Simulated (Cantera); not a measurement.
An isothermal, constant-pressure homogeneous reactor starts with 38.3 % CH4, 53.6 % CO2, 8.05 % H2, at 1400 K and 0.590 bar.

Computed with Cantera and GRI-Mech 3.0 (53 species, 325 reactions).

Question: Predict: x(CH4) at 5.00 s; x(CO2) at 5.00 s; x(H2) at 5.00 s; x(C2H2) at 5.00 s; x(CH2CO) at 5.00 s; x(C2H4) at 5.00 s.

Answer: 
```
Quantity                                               Value
------------------  ----------------------------------------
x(CH4) at 5.00 s       0.215 (gas-phase equilibrium 3.58e-6)
x(CO2) at 5.00 s        0.344 (gas-phase equilibrium 0.0302)
x(H2) at 5.00 s          0.125 (gas-phase equilibrium 0.423)
x(C2H2) at 5.00 s    0.0559 (gas-phase equilibrium 6.74e-11)
x(CH2CO) at 5.00 s  1.11e-5 (gas-phase equilibrium 3.31e-11)
x(C2H4) at 5.00 s   0.00444 (gas-phase equilibrium 1.38e-11)
```
